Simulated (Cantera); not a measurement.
# Ignition delay

Mixture: 9.32 % CH4, 18.6 % O2, 70.1 % N2, 1.96 % H2O, equivalence ratio 1.0, at 0.563 atm, adiabatic and at constant volume. Ignition delay is the time to a rise of 400 K.

Model: GRI-Mech 3.0 (53 species, 325 reactions), integrated in Cantera.

```
T0 (K)  delay (ms)
------  ----------
1123           241
1173           111
1223          52.8
1273          26.3
1323          13.5
1373          7.25
1423          4.04
1473          2.35
1523          1.43
```

```yaml
apparent activation energy between 1423 and 1523 K: 190 kJ/mol
```
